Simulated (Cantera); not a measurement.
An isothermal, constant-pressure homogeneous reactor starts with 19.4 % H2, 80.6 % O2, at 998 K and 0.750 Torr.

Model: GRI-Mech 3.0 (53 species, 325 reactions), integrated in Cantera. Radical loss at walls, strong at low pressure, is not modelled. The temperature is held fixed by assumption; the heat of reaction is taken as removed at once.

x: mole fraction; the columns are a selection and need not sum to one.

```csv
t (s),x H2,x O2,x H,x H2O,x O
4.00e-6,0.194,0.806,<1e-12,<1e-12,<1e-12
1.32e-5,0.194,0.806,1.41e-12,<1e-12,<1e-12
4.35e-5,0.194,0.806,4.63e-12,<1e-12,<1e-12
0.000143,0.194,0.806,1.50e-11,<1e-12,<1e-12
0.000473,0.194,0.806,4.78e-11,1.96e-12,4.94e-12
0.00156,0.194,0.806,1.67e-10,4.55e-11,4.61e-11
0.00514,0.194,0.806,1.16e-9,1.16e-9,5.50e-10
0.0169,0.194,0.806,…,…,…
0.0558,0.0503,0.737,0.0730,0.104,0.0298
0.184,0.00656,0.714,0.0720,0.152,0.0517
0.607,0.00496,0.739,0.0417,0.176,0.0351
2.00,…,0.774,…,…,…
```

Problem. Fill in the missing entries.

Solution. 
- 0.0169, x H: 1.67e-7
- 0.0169, x H2O: 2.53e-7
- 0.0169, x O: 8.69e-8
- 2.00, x H2: 0.00155
- 2.00, x H: 0.00636
- 2.00, x H2O: 0.206
- 2.00, x O: 0.00990
